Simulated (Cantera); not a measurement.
Input: 1 mol CaO, 26 mol Cl2, 0.26 mol O2, equilibrated at 1648.15 K and 3000 Pa.

Method: chemical equilibrium by Gibbs-energy minimisation in Cantera with the NASA 1993 tables (ideal gas, pure condensed phases). Candidate condensed phases: Ca, CaCl2, CaO; 11 gas species. The numbers say what is thermodynamically allowed, not how fast it happens.

Base state: Cl 0.538, Cl2 0.413, CaCl2 0.0273, O2 0.0206, ClO 0.000277, O 2.10e-5 (mole fractions); condensed: gas only.

Q: What changes in the equilibrium state with this change: temperature from 1648.15 K to 1523 K?

A: 
| species | before | after |
|---|---|---|
| Cl2 | 0.413 | 0.632 |
| Cl | 0.538 | 0.312 |
| CaCl2 | 0.0273 | 0.0315 |
| O2 | 0.0206 | 0.0239 |
| O | 2.10e-5 | 4.92e-6 |
| ClO | 0.000277 | 0.000200 |
